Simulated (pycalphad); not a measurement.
Source of the numbers: pycalphad with the COST 507 light-alloy database (1999); pressure 1 atm. The data set is of 1999 and partly superseded. The system is extrapolated from its subsystems; higher-order compounds may be missing.

**Al-5.64Sn-4.67Si (at.%): equilibrium cooling sequence**

| T (K) | phases above | phases below |
|---|---|---|
| 870.8 | liquid | fcc + liquid |
| 821.0 | fcc + liquid | diamond (Si) + fcc + liquid |
| 502.4 | diamond (Si) + fcc + liquid | bct (Sn) + diamond (Si) + fcc |

Changes were sought between steps of 50 K, so a narrower field can be missed.
